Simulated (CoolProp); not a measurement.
Vapour-liquid equilibrium of C2F6 (R116) (1) + R134a (2) at 3.44 bar; x and y are mole fractions of (1).

The numbers come from the multi-fluid Helmholtz-energy mixture model, Lemmon 2006 and Tillner-Roth 1994; pair parameters Bell 2016 in CoolProp.

```tsv
x	bubble temperature (K)	y at the bubble point	dew temperature at overall composition x (K)	liquid density (mol/L)
0.05	260.2	0.480	276.2	12.87
0.2	234.9	0.846	271.3	13.00
0.35	228.5	0.897	265.8	12.59
0.5	226.5	0.912	259.3	12.08
0.65	225.4	0.922	251.1	11.58
0.8	223.9	0.939	239.7	11.15
0.95	222.0	0.978	223.3	10.82
```

No azeotrope shows between x = 0.05 and 0.95.

The pair parameters rest on a limited set of measurements; away from them the model extrapolates. With so large a gap from Raoult's law the liquid may split in two, which this calculation doesn't test in full.
